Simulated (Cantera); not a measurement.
**Low-pressure radical oxidation in H2/O2**

An isothermal, constant-pressure homogeneous reactor starts with 16.7 % H₂, 83.3 % O₂, equivalence ratio 0.10, at 900 K and 29.3 Torr.

Cantera simulation using GRI-Mech 3.0 (53 species, 325 reactions); the numbers are that mechanism's predictions, not measurements. Radical loss at walls, strong at low pressure, is not modelled. Below about 950 K walls govern HO2 and H2O2 in real vessels. The temperature is held fixed by assumption; the heat of reaction is taken as removed at once.

```tsv
t (s)	x H₂	x O₂	x H₂O₂	x HO₂	x OH	x H
0.000300	0.167	0.833	<1e-12	7.16e-11	1.95e-11	1.29e-10
0.000823	0.167	0.833	<1e-12	1.24e-9	1.11e-9	7.09e-9
0.00226	0.166	0.833	2.85e-8	2.02e-5	5.74e-5	0.000341
0.00620	0.00648	0.817	2.07e-6	4.14e-5	0.000577	0.000454
0.0170	0.00184	0.818	1.25e-6	1.79e-5	0.000121	2.04e-5
0.0468	0.000584	0.818	7.59e-7	7.87e-6	5.09e-5	2.51e-6
0.128	0.000146	0.818	3.37e-7	2.72e-6	2.45e-5	2.86e-7
0.352	2.41e-5	0.818	1.07e-7	5.86e-7	1.21e-5	2.32e-8
0.967	2.46e-6	0.818	3.57e-8	8.16e-8	5.39e-6	1.27e-9
2.65	1.65e-7	0.818	1.25e-8	1.15e-8	2.38e-6	7.33e-11
7.29	6.40e-9	0.818	4.46e-9	2.44e-9	1.17e-6	7.04e-12
20.0	4.09e-10	0.818	1.70e-9	7.53e-10	6.32e-7	1.09e-12
```
x: mole fraction; the columns are a selection and need not sum to one.

Equilibrium at this temperature and pressure: H₂ 3.28e-12, O₂ 0.818, H₂O₂ 2.21e-11, HO₂ 2.62e-10, OH 5.61e-8, H <1e-12 (gas phase only).
